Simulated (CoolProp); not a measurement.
Nitrogen along the isotherm -138.85 °C: density (kg/m³) from the reference equation and from simpler models built on Tc = -147.0 °C, pc = 3.396 MPa, ω = 0.037; each cubic takes its own stable root.

The numbers come from the reference Helmholtz-energy equation of state, Span 2000 in CoolProp.

```csv
p (MPa),phase,reference,ideal gas,van der Waals,Redlich-Kwong,Soave-Redlich-Kwong,Peng-Robinson
0.424,gas,11.02,10.64,11.00,11.04,11.04,11.09
0.849,gas,22.95,21.30,22.84,23.01,23.00,23.22
1.27,gas,35.83,31.86,35.56,35.95,35.93,36.46
1.7,gas,50.33,42.65,49.83,50.55,___,51.53
2.12,gas,66.20,53.19,65.41,66.55,66.45,68.20
2.55,gas,84.80,63.97,83.67,85.29,85.12,87.91
2.97,gas,106.2,74.51,104.9,106.8,106.5,110.8
3.4,supercritical,___,85.30,132.3,133.9,133.3,139.7
3.82,supercritical,168.0,95.83,170.7,168.6,167.3,176.6
4.24,supercritical,218.8,106.4,236.5,217.5,214.6,228.2
4.67,supercritical,297.2,117.2,___,282.9,277.9,297.3
5.09,supercritical,367.8,127.7,326.5,335.1,330.4,356.5
```

What belongs in the gaps?


- 1.7, Soave-Redlich-Kwong: 50.50
- 3.4, reference: 133.2
- 4.67, van der Waals: 296.6
